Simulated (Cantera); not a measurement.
Cantera run:

```python
import numpy as np
import cantera as ct

gas_names = [...]  # 45 gases of nasa_gas.yaml made of Al, Cl, H, N, O
cond_names = """
    AL(cr) AL(L) ALCL3(s) ALCL3(L) ALN(s) AL2O3(a) AL2O3(L) H2O(s) H2O(L) NH4CL(a) NH4CL(b)
""".split()


# ... load() reads the species with a 1 bar reference pressure and builds the phases ...
atoms = {
    'AlCl3': {'AL': 1, 'CL': 3},
    'HCl': {'H': 1, 'CL': 1},
    'N2': {'N': 2},
    'O2': {'O': 2},
}
top_T = {'ALN(s)': 2750}  # K; cautious upper limits of use, not melting points


# ... equilibrate(T, P, feed) seeds the gas with the atoms and calls Mixture.equilibrate('TP', solver="vcs", rtol=1e-11, max_steps=5000) ...
results = []
feed = {'AlCl3': 1, 'HCl': 0.83, 'N2': 34, 'O2': 26}  # mol
T = 1473.15  # K
for P in [10, 37, 140, 520, 1900, 7200, 27000, 100000]:
    mix = equilibrate(T, P, feed)
    results.append((T, P, feed, dict(zip(mix.species_names, mix.species_moles))))
    x = sorted(zip(gas.X, gas.species_names), reverse=True)
    print(f"T = {T:g} K  P = {P:g} Pa  gas = {mix.phase_moles(0):.4g} mol")
    print("   x: " + "  ".join(f"{s} {v:.3e}" for v, s in x if v > 1e-05))
    print("   condensed (mol): " + ("  ".join(f"{mix.phase(i).name} {mix.phase_moles(i):.4g}"
          for i in range(1, mix.n_phases) if mix.phase_moles(i) > 1e-12) or "none"))
```

Result:

```
T = 1473.15 K  P = 10 Pa  gas = 63.09 mol
   x: N2 5.383e-01  O2 3.993e-01  CL 4.807e-02  HCL 1.243e-02  NO 1.220e-03  H2O 3.399e-04  O 1.767e-04  CL2 9.781e-05  OH 4.222e-05
   condensed (mol): AL2O3(a) 0.5
T = 1473.15 K  P = 37 Pa  gas = 63.07 mol
   x: N2 5.385e-01  O2 3.996e-01  CL 4.726e-02  HCL 1.275e-02  NO 1.221e-03  CL2 3.499e-04  H2O 1.924e-04  O 9.191e-05  OH 2.290e-05  CLO 1.463e-05
   condensed (mol): AL2O3(a) 0.5
T = 1473.15 K  P = 140 Pa  gas = 63.01 mol
   x: N2 5.390e-01  O2 4.000e-01  CL 4.538e-02  HCL 1.294e-02  NO 1.222e-03  CL2 1.220e-03  H2O 1.105e-04  O 4.728e-05  CLO 2.734e-05  OH 1.245e-05
   condensed (mol): AL2O3(a) 0.5
T = 1473.15 K  P = 520 Pa  gas = 62.85 mol
   x: N2 5.403e-01  O2 4.010e-01  CL 4.058e-02  HCL 1.305e-02  CL2 3.626e-03  NO 1.225e-03  H2O 7.304e-05  CLO 4.718e-05  O 2.456e-05
   condensed (mol): AL2O3(a) 0.5
T = 1473.15 K  P = 1900 Pa  gas = 62.57 mol
   x: N2 5.428e-01  O2 4.028e-01  CL 3.177e-02  HCL 1.313e-02  CL2 8.117e-03  NO 1.230e-03  CLO 7.076e-05  H2O 6.328e-05  O 1.288e-05
   condensed (mol): AL2O3(a) 0.5
T = 1473.15 K  P = 7200 Pa  gas = 62.23 mol
   x: N2 5.457e-01  O2 4.050e-01  CL 2.111e-02  CL2 1.358e-02  HCL 1.318e-02  NO 1.237e-03  CLO 9.176e-05  H2O 7.441e-05
   condensed (mol): AL2O3(a) 0.4999
T = 1473.15 K  P = 27000 Pa  gas = 61.97 mol
   x: N2 5.481e-01  O2 4.067e-01  CL2 1.799e-02  HCL 1.317e-02  CL 1.255e-02  NO 1.242e-03  H2O 1.088e-04  CLO 1.058e-04
   condensed (mol): AL2O3(a) 0.4999
T = 1473.15 K  P = 100000 Pa  gas = 61.79 mol
   x: N2 5.496e-01  O2 4.079e-01  CL2 2.088e-02  HCL 1.307e-02  CL 7.024e-03  NO 1.246e-03  H2O 1.778e-04  CLO 1.142e-04  NO2 1.014e-05
   condensed (mol): AL2O3(a) 0.4999
```

Cantera equilibrium calculation (NASA polynomials, part measured and part estimated; ideal gas, pure solids and liquids).
